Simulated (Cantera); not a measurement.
Input: 1 mol (CH₃)₂SiCl₂, 0.017 mol C₂H₄, 990 mol H₂, at 0.0300 bar.

These are equilibrium values from Cantera (NASA tables, ideal gas, pure condensed phases), not measurements of a reactor. Candidate condensed phases: C, C₆H₆, C₇H₈, C₈H₁₈, Si, SiC; 109 gas species. The feed counts by its element totals alone. Equilibrium is a limit: real reactors are often held back by kinetics, nucleation or transport. All values below are at 1152 °C.

Base state: H₂ 0.998, HCl 0.00201, CH₄ 0.000113, H 3.93e-5 (mole fractions); condensed: C(graphite) + SiC(s).

Task: What changes in the equilibrium state with this change: (CH₃)₂SiCl₂ replaced by CH₃SiCl₃?

Result: 
```json
[
 {"species": "H₂", "before": "0.998", "after": "0.997"},
 {"species": "HCl", "before": "0.00201", "after": "0.00302"},
 {"species": "H", "before": "3.93e-5", "after": "3.93e-5"},
 {"species": "CH₄", "before": "0.000113", "after": "3.41e-5"},
 {"species": "C(graphite), mol", "before": "0.915", "after": "0"},
 {"species": "SiC(s), mol", "before": "1.000", "after": "1.000"}
]
```
